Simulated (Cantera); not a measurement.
An isothermal, constant-pressure homogeneous reactor starts with CH₄ : CO₂ = 1 : 0.33 (molar parts), at 1825 K and 1.10 bar.

Detailed kinetics in Cantera: GRI-Mech 3.0 (53 species, 325 reactions). GRI-Mech 3.0 stops at C3 and has no aromatics, soot or wall deposition, so with more carbon than oxygen in the feed, carbon stays in small species such as C2H2 where larger ones or solid carbon would form.

One state of this run: x CH₄ = 0.00892; x CO₂ = 2.07e-6; x C₂H₄ = 0.00161; x O = <1e-12; x C₂H₂ = 0.121; x H₂ = 0.617. x: mole fraction; the columns are a selection and need not sum to one.

Which value of t (s) does it belong to?
A) 0.00857
B) 0.106
C) 0.000694
D) 1.31

D, 1.31
